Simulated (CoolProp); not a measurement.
Properties of n-perfluorohexane along the isobar 2.7 bar (Tc = 448.0 K, pc = 17.42 bar, ω = 0.497).

Computed with CoolProp (reference Helmholtz-energy equation of state, Gao 2022).

```
T (K)   phase        Z  cp (kJ/(kg K))  cv (kJ/(kg K))  speed of sound (m/s)  Joule-Thomson coefficient (K/MPa)  isothermal compressibility (1/MPa)
-----  ------  -------  --------------  --------------  --------------------  ---------------------------------  ----------------------------------
285.6  liquid  0.02244           1.027          0.8342                 550.5                            -0.2997                            0.002372
300.5  liquid  0.02187           1.050          0.8555                 510.3                            -0.2708                            0.002822
315.5  liquid  0.02140           1.074          0.8761                 468.9                            -0.2352                            0.003429
330.4  liquid  0.02104           1.098          0.8957                 426.6                            -0.1902                            0.004264
345.4  liquid  0.02078           1.123          0.9149                 382.5                            -0.1301                            0.005486
360.3  liquid  0.02064           1.151          0.9335                 336.7                           -0.04607                            0.007364
375.3     gas   0.8880               ?          0.9094                 86.71                              16.08                               4.230
390.2     gas   0.9040          0.9658          0.9259                 90.01                                  ?                               4.137
405.2     gas   0.9171          0.9794          0.9420                 93.04                              12.04                                   ?
420.1     gas   0.9278          0.9928          0.9574                 95.81                              10.62                               4.011
435.1     gas   0.9368           1.006          0.9723                 98.43                              9.448                               3.967
450       gas   0.9444           1.019          0.9865                 100.9                              8.485                               3.931
```

Problem. What belongs in the gaps?

Solution. 
- 375.3, cp (kJ/(kg K)): 0.9527
- 390.2, Joule-Thomson coefficient (K/MPa): 13.82
- 405.2, isothermal compressibility (1/MPa): 4.066
